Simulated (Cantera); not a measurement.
Cantera run:

```python
import numpy as np
import cantera as ct

gas_names = """
    CL CL2 H HCL H2 Si SiCL SiCL2 SiCL3 SiCL4 SiH SiHCL3 SiH2 SiH2CL2 SiH3 SiH3CL SiH4 Si2 Si3
""".split()
cond_names = """
    Si(cr) Si(L)
""".split()


# ... load() reads the species with a 1 bar reference pressure and builds the phases ...
atoms = {
    'SiCl4': {'Si': 1, 'CL': 4},
    'HCl': {'H': 1, 'CL': 1},
    'H2': {'H': 2},
}
top_T = {}  # K; cautious upper limits of use, not melting points


# ... equilibrate(T, P, feed) seeds the gas with the atoms and calls Mixture.equilibrate('TP', solver="vcs", rtol=1e-11, max_steps=5000) ...
results = []
feed = {'SiCl4': 1, 'HCl': 3.1, 'H2': 680}  # mol
P = 100000  # Pa
for T in [848, 948, 1048, 1148, 1248, 1348, 1448, 1548, 1648, 1748]:
    mix = equilibrate(T, P, feed)
    results.append((T, P, feed, dict(zip(mix.species_names, mix.species_moles))))

top = {s: max(r[3][s] / sum(r[3][g] for g in gas_names) for r in results) for s in gas_names}
cols = sorted((s for s in top if top[s] > 0.0001), key=lambda s: -top[s])[:8]
seen = [c for c in cond_names if any(r[3].get(c, 0) > 1e-12 for r in results)]
print("log10 of partial pressures in bar; condensed amounts in mol")
print(f"{'T/K':>10s}" + "".join(f"{s[:9]:>10s}" for s in cols + seen))
for T, P, feed, n in results:
    ng = sum(n[g] for g in gas_names)
    print(f"{T:10.4g}" + "".join(f"{np.log10(max(n[s] / ng * P / 1e5, 1e-99)):10.3f}" for s in cols)
          + "".join(f"{n.get(c, 0):10.4g}" for c in seen))
```

It prints:

```
log10 of partial pressures in bar; condensed amounts in mol
       T/K        H2       HCL     SiCL4    SiHCL3     SiCL2         H   SiH2CL2    Si(cr)     Si(L)
       848    -0.003    -2.309    -2.962    -3.446    -7.594   -10.722    -4.987         0         0
       948    -0.003    -2.276    -3.120    -3.193    -5.866    -9.282    -4.261         0         0
      1048    -0.003    -2.241    -3.348    -3.100    -4.595    -8.114    -3.797         0         0
      1148    -0.004    -2.129    -3.734    -3.306    -3.914    -7.147    -3.780    0.2965         0
      1248    -0.004    -2.043    -4.405    -3.820    -3.681    -6.333    -4.102    0.6411         0
      1348    -0.004    -2.019    -5.176    -4.408    -3.586    -5.638    -4.475    0.7489         0
      1448    -0.004    -2.014    -5.900    -4.958    -3.536    -5.038    -4.827    0.7698         0
      1548    -0.004    -2.014    -6.545    -5.448    -3.501    -4.514    -5.140    0.7667         0
      1648    -0.004    -2.015    -7.114    -5.881    -3.475    -4.053    -5.416    0.7546         0
      1748    -0.004    -2.013    -7.657    -6.306    -3.498    -3.643    -5.706         0    0.7595
```

Cantera equilibrium calculation (NASA polynomials, part measured and part estimated; ideal gas, pure solids and liquids). The tables' values for SiCl3 are old estimates; treat these amounts as uncertain. Gases not in the tables: Si2H6 and higher silanes.
